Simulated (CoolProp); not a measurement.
Saturation properties of chlorine.

Values from CoolProp's reference Helmholtz-energy equation of state, Thol 2021.

```csv
T (°C),p (MPa),vapour density (kg/m³),liquid cp (kJ/(kg K))
-52.05,0.04241,1.659,0.9377
-39.35,0.07939,2.962,0.9393
-26.65,0.1383,4.947,0.9434
-13.85,0.2276,7.850,0.9503
-1.15,0.3544,11.86,0.9604
11.55,0.5287,17.27,0.9739
24.35,0.7622,24.44,0.9917
37.05,1.061,33.61,1.014
49.75,1.437,45.28,1.043
62.45,1.901,60.00,1.081
75.25,2.466,78.69,1.132
```

It boils at -34.0 °C under 1 atm.
